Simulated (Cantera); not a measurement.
A perfectly stirred reactor is fed with CO : H2 : O2 : N2 = 1 : 1.1 : 1.64 : 6.17 (molar parts), equivalence ratio 0.64, at 3.60 bar; it is adiabatic with a 823 K inlet, and is followed from long to short residence time, starting on the burning branch (τ in s: 0.021, 0.011, 0.0056, 0.0029, 0.0015, 0.00079, 0.00041, 0.00021, 0.00011, 5.8e-05, 3e-05).

Detailed kinetics in Cantera: GRI-Mech 3.0 (53 species, 325 reactions). The hydrogen kinetics of GRI-Mech 3.0 are dated; newer H2 mechanisms differ, most at raised pressure.

Question: Predict: blow-out, bracketed by the residence times tried; x(CO) at τ = 21.0 ms; x(H2) at τ = 21.0 ms; x(O2) at τ = 21.0 ms; x(N2O) at τ = 21.0 ms; x(NO) at τ = 21.0 ms; x(CO) at τ = 0.790 ms; x(H2) at τ = 0.790 ms; x(O2) at τ = 0.790 ms; x(N2O) at τ = 0.790 ms; x(NO) at τ = 0.790 ms.

Answer: 
```json
{
  "blow_out_bracketed_by_the_residence_times_tried": "burning at 30.0 µs, the shortest tried",
  "x(CO) at τ = 21.0 ms": "0.00398",
  "x(H2) at τ = 21.0 ms": "0.000754",
  "x(O2) at τ = 21.0 ms": "0.0648",
  "x(N2O) at τ = 21.0 ms": "8.78e-7",
  "x(NO) at τ = 21.0 ms": "0.00411",
  "x(CO) at τ = 0.790 ms": "0.00987",
  "x(H2) at τ = 0.790 ms": "0.00182",
  "x(O2) at τ = 0.790 ms": "0.0686",
  "x(N2O) at τ = 0.790 ms": "1.11e-6",
  "x(NO) at τ = 0.790 ms": "0.000411"
}
```
